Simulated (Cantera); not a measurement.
Gas mixture: 55.7 % CO₂, 44.3 % C₃H₈, at 0.00612 atm, frozen composition.

Cantera's kinetic-theory transport with the Lennard-Jones parameters of GRI-Mech 3.0, ideal gas; thermal conductivity in the multicomponent form. The composition is frozen, though it would react at the higher temperatures.

D: mixture-averaged diffusion coefficient of that species in the mixture.

```json
[
 {"T (K)": "400", "ρ (kg/m³)": "0.00821", "cp (J/kg/K)": "1468", "μ (µPa s)": "15.0", "λ (mW/m/K)": "27.4", "Pr": "0.802", "D (cm²/s) C₂H₂": "29.9", "D (cm²/s) NO": "36.6", "D (cm²/s) CH₃": "(withheld)"},
 {"T (K)": "650", "ρ (kg/m³)": "0.00505", "cp (J/kg/K)": "1981", "μ (µPa s)": "22.6", "λ (mW/m/K)": "55.3", "Pr": "0.811", "D (cm²/s) C₂H₂": "72.5", "D (cm²/s) NO": "85.9", "D (cm²/s) CH₃": "(withheld)"},
 {"T (K)": "900", "ρ (kg/m³)": "0.00365", "cp (J/kg/K)": "2332", "μ (µPa s)": "29.0", "λ (mW/m/K)": "83.2", "Pr": "0.814", "D (cm²/s) C₂H₂": "128", "D (cm²/s) NO": "150", "D (cm²/s) CH₃": "(withheld)"},
 {"T (K)": "1150", "ρ (kg/m³)": "0.00286", "cp (J/kg/K)": "2567", "μ (µPa s)": "34.6", "λ (mW/m/K)": "109", "Pr": "0.814", "D (cm²/s) C₂H₂": "196", "D (cm²/s) NO": "227", "D (cm²/s) CH₃": "(withheld)"},
 {"T (K)": "1400", "ρ (kg/m³)": "0.00235", "cp (J/kg/K)": "2737", "μ (µPa s)": "39.7", "λ (mW/m/K)": "133", "Pr": "0.814", "D (cm²/s) C₂H₂": "273", "D (cm²/s) NO": "315", "D (cm²/s) CH₃": "(withheld)"},
 {"T (K)": "1650", "ρ (kg/m³)": "0.00199", "cp (J/kg/K)": "2868", "μ (µPa s)": "44.4", "λ (mW/m/K)": "156", "Pr": "0.814", "D (cm²/s) C₂H₂": "360", "D (cm²/s) NO": "414", "D (cm²/s) CH₃": "(withheld)"},
 {"T (K)": "1900", "ρ (kg/m³)": "0.00173", "cp (J/kg/K)": "2967", "μ (µPa s)": "48.7", "λ (mW/m/K)": "178", "Pr": "0.813", "D (cm²/s) C₂H₂": "457", "D (cm²/s) NO": "524", "D (cm²/s) CH₃": "(withheld)"},
 {"T (K)": "2150", "ρ (kg/m³)": "0.00153", "cp (J/kg/K)": "3041", "μ (µPa s)": "52.9", "λ (mW/m/K)": "198", "Pr": "0.813", "D (cm²/s) C₂H₂": "561", "D (cm²/s) NO": "643", "D (cm²/s) CH₃": "(withheld)"}
]
```

Q: Fill in the missing entries.

A: 
- 400, D (cm²/s) CH₃: 41.5
- 650, D (cm²/s) CH₃: 98.9
- 900, D (cm²/s) CH₃: 174
- 1150, D (cm²/s) CH₃: 264
- 1400, D (cm²/s) CH₃: 367
- 1650, D (cm²/s) CH₃: 484
- 1900, D (cm²/s) CH₃: 612
- 2150, D (cm²/s) CH₃: 752
